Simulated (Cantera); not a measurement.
Silicon nitride deposition: SiH₂Cl₂ + N₂ + NH₃

Input: 1 mol SiH₂Cl₂, 3.8 mol N₂, 0.15 mol NH₃, at 15.0 Pa.

Cantera equilibrium calculation (NASA polynomials, part measured and part estimated; ideal gas, pure solids and liquids). Candidate condensed phases: NH₄Cl, Si, Si₃N₄; 28 gas species. The tables' values for SiCl₃, SiCl, SiN are old estimates; treat these amounts as uncertain. The numbers say what is thermodynamically allowed, not how fast it happens.

From 1098 K to 1498 K the condensed part is Si₃N₄(s). From 1548 K to 1648 K the condensed part is Si(s). At 1698 K the condensed part is Si(l). The main Si-bearing gas is SiCl₄ at 1098 K and SiCl₂ at 1698 K. The share of Si in condensed phases is highest at 1098 K (89.1 %) and lowest at 1698 K (20.1 %).

```csv
T (K),log p N₂,log p HCl,log p H₂,log p SiCl₂,log p SiCl₄,log p SiCl₃,log p H,log p Si,n Si₃N₄(s),n Si(s),n Si(l)
1098,-4.04,-4.36,-4.92,-6.83,-5.57,-6.77,-10.07,<-15,0.297,0,0
1148,-4.04,-4.36,-4.92,-6.28,-5.63,-6.48,-9.61,-15.56,0.295,0,0
1198,-4.04,-4.37,-4.91,-5.80,-5.75,-6.25,-9.18,-14.24,0.286,0,0
1248,-4.04,-4.39,-4.88,-5.43,-5.97,-6.13,-8.77,-13.03,0.265,0,0
1298,-4.04,-4.45,-4.83,-5.16,-6.35,-6.14,-8.38,-11.92,0.233,0,0
1348,-4.04,-4.52,-4.76,-4.99,-6.83,-6.26,-8.02,-10.88,0.195,0,0
1398,-4.03,-4.62,-4.70,-4.88,-7.37,-6.44,-7.68,-9.93,0.158,0,0
1448,-4.03,-4.72,-4.66,-4.80,-7.93,-6.65,-7.36,-9.04,0.125,0,0
1498,-4.03,-4.84,-4.62,-4.75,-8.49,-6.87,-7.08,-8.21,0.0969,0,0
1548,-4.02,-4.93,-4.62,-4.73,-9.00,-7.09,-6.82,-7.50,0,0.237,0
1598,-4.02,-4.94,-4.62,-4.73,-9.32,-7.22,-6.58,-7.03,0,0.231,0
1648,-4.02,-4.95,-4.62,-4.73,-9.62,-7.35,-6.36,-6.59,0,0.220,0
1698,-4.02,-4.95,-4.62,-4.73,-9.90,-7.47,-6.15,-6.18,0,0,0.201
```
log p: log10 of the partial pressure in bar; n: condensed amount in mol.
